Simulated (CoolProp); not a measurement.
Saturation properties of sulfur dioxide.

The numbers come from the reference Helmholtz-energy equation of state, Gao 2016 in CoolProp.

```
T (°C)   p (MPa)  liquid density (kg/m³)  vapour density (kg/m³)  liquid cp (kJ/(kg K))
------  --------  ----------------------  ----------------------  ---------------------
-66.25  0.003580                    1605                  0.1337                  1.377
-49.25   0.01213                       ?                       ?                  1.365
-32.25         ?                    1519                   1.090                  1.359
-15.25   0.07974                    1475                   2.440                  1.359
1.65           ?                       ?                   4.851                  1.368
18.65     0.3154                    1385                   8.858                  1.384
35.65     0.5522                    1336                       ?                  1.410
52.65     0.9054                    1285                   24.34                  1.449
69.55          ?                       ?                   37.62                  1.506
```

Some entries are withheld; supply them.


- -49.25, liquid density (kg/m³): 1562
- -49.25, vapour density (kg/m³): 0.4202
- -32.25, p (MPa): 0.03364
- 1.65, p (MPa): 0.1663
- 1.65, liquid density (kg/m³): 1431
- 35.65, vapour density (kg/m³): 15.09
- 69.55, p (MPa): 1.403
- 69.55, liquid density (kg/m³): 1230

It boils at -10.0 °C under 1 atm.
